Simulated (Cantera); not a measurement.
# Cr₂O₃ + H₂ + H₂O (hydrogen reduction and annealing atmospheres)

Charge: 1 mol Cr₂O₃, 73 mol H₂, 0.079 mol H₂O.

Cantera equilibrium calculation (NASA polynomials, part measured and part estimated; ideal gas, pure solids and liquids). Candidate condensed phases: Cr, Cr₂O₃, H₂O; 13 gas species. Mutual solubility and eutectic melting of coexisting phases are not modelled. The numbers say what is thermodynamically allowed, not how fast it happens.

Task: Map the stable condensed phases over T = 1198, 1248, 1298, 1348, 1398, 1448, 1498, 1548, 1598, 1648, 1698, 1748 K and P in Pa = 10, 68, 460, 3200, 22000, 150000, 1000000.

Result: 
```
T in K \ P in Pa
              10      68     460    3200   22000  150000 1000000
   1748        A       A       A       B       B       B       B
   1698        A       A       A       B       B       B       B
   1648        A       A       A       B       B       B       B
   1598        A       A       A       B       B       B       B
   1548        A       A       B       B       B       B       B
   1498        A       A       A       B       B       B       B
   1448        A       A       A       A       A       A       A
   1398        A       A       A       A       A       A       A
   1348        A       A       A       A       A       A       A
   1298        A       A       A       A       A       A       A
   1248        A       A       A       A       A       A       A
   1198        A       A       A       A       A       A       A
```
A: Cr₂O₃; B: Cr + Cr₂O₃.
